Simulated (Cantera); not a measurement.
A perfectly stirred reactor is fed with 1.26 % CH4, 1.94 % O2, 96.8 % N2, equivalence ratio 1.3, at 100000 Pa; it is held at 1148 K, and followed from long to short residence time.

Computed with Cantera and GRI-Mech 3.0 (53 species, 325 reactions). The temperature is held fixed by assumption; the heat of reaction is taken as removed at once.

Question: Predict: x(CH4) at τ = 23.0 s; x(O2) at τ = 23.0 s; x(OH) at τ = 23.0 s; x(CH4) at τ = 0.280 s; x(O2) at τ = 0.280 s.

Answer: 
- x(CH4) at τ = 23.0 s = 0.000894
- x(O2) at τ = 23.0 s = 0.000622
- x(OH) at τ = 23.0 s = 2.45e-8
- x(CH4) at τ = 0.280 s = 0.0125
- x(O2) at τ = 0.280 s = 0.0193
